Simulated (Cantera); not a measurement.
Charge: 1 mol PbO, a varied amount of CH₄, 4.8 mol N₂, held at 725 °C and 1 atm.

Cantera equilibrium calculation (NASA polynomials, part measured and part estimated; ideal gas, pure solids and liquids). Candidate condensed phases: C, C₆H₆, C₇H₈, C₈H₁₈, H₂O, Pb, PbO, PbO₂, Pb₃O₄; 139 gas species. Rates play no part.

**Question.** At 1.2 mol CH₄, list the 7 most abundant gas species with their mole fractions, and the condensed phases.

**Answer.** N₂ 0.600, H₂ 0.274, CO 0.101, H₂O 0.0114, CH₄ 0.00739, CO₂ 0.00613, NH₃ 6.62e-5. Condensed: C(graphite) + Pb(l).
